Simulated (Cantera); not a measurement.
## Equilibrium for silicon epitaxy and polysilicon growth: Si3H8 + HCl + H2 + Cl2

Charge: 1 mol Si3H8, 0.057 mol HCl, 790 mol H2, 0.03 mol Cl2, equilibrated at 69.0 mbar.

Cantera equilibrium calculation (NASA polynomials, part measured and part estimated; ideal gas, pure solids and liquids). Candidate condensed phases: Si; 19 gas species. The feed counts by its element totals alone. Gases not in the tables: Si2H6 and higher silanes. The numbers say what is thermodynamically allowed, not how fast it happens.

| T (K) | x H2 | x H | x HCl | x SiH2 | x Si | x SiH | n Si(s) | n Si(l) |
|---|---|---|---|---|---|---|---|---|
| 823 | 1.000 | 2.79e-11 | 0.000139 | <1e-12 | <1e-12 | <1e-12 | 3.00 | 0 |
| 973 | 1.000 | 4.12e-9 | 0.000147 | 4.18e-11 | <1e-12 | <1e-12 | 3.00 | 0 |
| 1123 | 1.000 | 1.62e-7 | 0.000147 | 2.26e-9 | <1e-12 | 6.22e-12 | 3.00 | 0 |
| 1273 | 1.000 | 2.71e-6 | 0.000147 | 4.76e-8 | 2.62e-10 | 6.63e-10 | 3.00 | 0 |
| 1423 | 1.000 | 2.53e-5 | 0.000147 | 5.26e-7 | 2.21e-8 | 2.61e-8 | 3.00 | 0 |
| 1573 | 1.000 | 0.000155 | 0.000147 | 3.67e-6 | 7.97e-7 | 5.04e-7 | 3.00 | 0 |
| 1723 | 0.999 | 0.000694 | 0.000147 | 1.70e-5 | 1.43e-5 | 5.38e-6 | 0 | 2.97 |
x: gas mole fraction; n: condensed amount in mol.

From 823 K to 1573 K the condensed part is Si(s). At 1723 K the condensed part is Si(l). The main Si-bearing gas is SiHCl3 at 823 K and SiH2 at 1723 K.
